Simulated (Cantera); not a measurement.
An isothermal, constant-pressure homogeneous reactor starts with CH₄ : CO₂ : H₂ : H₂O = 1 : 0.59 : 0.27 : 0.0088 (molar parts), at 2123 K and 7.40 atm.

Computed with Cantera and GRI-Mech 3.0 (53 species, 325 reactions). GRI-Mech 3.0 stops at C3 and has no aromatics, soot or wall deposition, so with more carbon than oxygen in the feed, carbon stays in small species such as C2H2 where larger ones or solid carbon would form.

x: mole fraction; the columns are a selection and need not sum to one.

```json
[
 {"t (s)": "3.00e-5", "x CH₄": "0.150", "x CO₂": "0.175", "x H₂": "0.420", "x H": "0.000761", "x CH₂CO": "[?]"},
 {"t (s)": "0.000133", "x CH₄": "0.0437", "x CO₂": "0.0497", "x H₂": "0.428", "x H": "0.000849", "x CH₂CO": "[?]"},
 {"t (s)": "0.000591", "x CH₄": "0.0192", "x CO₂": "0.0136", "x H₂": "0.466", "x H": "0.000925", "x CH₂CO": "[?]"},
 {"t (s)": "0.00262", "x CH₄": "0.0124", "x CO₂": "0.00605", "x H₂": "0.539", "x H": "0.000980", "x CH₂CO": "[?]"},
 {"t (s)": "0.0116", "x CH₄": "0.00698", "x CO₂": "0.000715", "x H₂": "0.586", "x H": "0.00101", "x CH₂CO": "[?]"},
 {"t (s)": "0.0516", "x CH₄": "0.00609", "x CO₂": "2.10e-6", "x H₂": "0.593", "x H": "0.00102", "x CH₂CO": "2.26e-6"},
 {"t (s)": "0.229", "x CH₄": "0.00609", "x CO₂": "1.74e-6", "x H₂": "0.593", "x H": "0.00102", "x CH₂CO": "2.26e-6"},
 {"t (s)": "1.02", "x CH₄": "0.00609", "x CO₂": "1.74e-6", "x H₂": "0.593", "x H": "0.00102", "x CH₂CO": "2.26e-6"},
 {"t (s)": "4.51", "x CH₄": "0.00609", "x CO₂": "1.74e-6", "x H₂": "0.593", "x H": "0.00102", "x CH₂CO": "2.26e-6"},
 {"t (s)": "20.0", "x CH₄": "0.00609", "x CO₂": "1.74e-6", "x H₂": "0.593", "x H": "0.00102", "x CH₂CO": "2.26e-6"}
]
```

Task: What belongs in the gaps?

Result: 
- 3.00e-5, x CH₂CO: 6.13e-5
- 0.000133, x CH₂CO: 0.000129
- 0.000591, x CH₂CO: 9.21e-5
- 0.00262, x CH₂CO: 2.78e-5
- 0.0116, x CH₂CO: 4.42e-6
